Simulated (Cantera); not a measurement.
Feed: 1 mol Fe, 2.8 mol NH3, 5.4 mol H2, 0.24 mol O2, equilibrated at 1100 K and 1 atm.

Equilibrium computed with Cantera from the NASA thermochemical tables; the gas is ideal and each condensed phase is pure. Candidate condensed phases: Fe, FeO, Fe(OH)2, Fe(OH)3, Fe2O3, Fe3O4, H2O; 27 gas species. The numbers say what is thermodynamically allowed, not how fast it happens.

Base state: H2 0.829, N2 0.127, H2O 0.0436, NH3 8.67e-5 (mole fractions); condensed: Fe(α).

What changes in the equilibrium state with this change: NH3 from 2.8 to 0.32 mol?


```
species      before    after
----------  -------  -------
H2            0.829    0.894
H2O          0.0436   0.0795
N2            0.127   0.0265
NH3         8.67e-5  4.43e-5
Fe(α), mol     1.00     1.00
```
